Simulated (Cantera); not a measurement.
Input: 1 mol Zr, 1.1 mol N2O, 17 mol N2, equilibrated at 2450 °C and 0.00133 bar.

These are equilibrium values from Cantera (NASA tables, ideal gas, pure condensed phases), not measurements of a reactor. Candidate condensed phases: Zr, ZrN, ZrO2; 13 gas species. Rates play no part.

Base state: N2 0.947, ZrO 0.0474, ZrO2 0.00474, O 0.000612, Zr 0.000164, N 5.20e-5, NO 4.42e-5 (mole fractions); condensed: gas only.

Problem. What changes in the equilibrium state with this change: temperature from 2450 °C to 1100 °C?

Solution. 
```csv
species,before,after
N2,0.947,1.00
ZrO,0.0474,<1e-9
ZrO2,0.00474,<1e-9
O,0.000612,<1e-9
Zr,0.000164,<1e-9
N,5.20e-5,<1e-9
NO,4.42e-5,<1e-9
"ZrN(s), mol",0,0.450
"ZrO2(monoclinic), mol",0,0.550
```
Mutual solubility and eutectic melting of coexisting phases are not modelled. ZrN: taken at fixed stoichiometry. Condensed phases not in the tables: solid solutions among these carbides, nitrides and lower oxides.
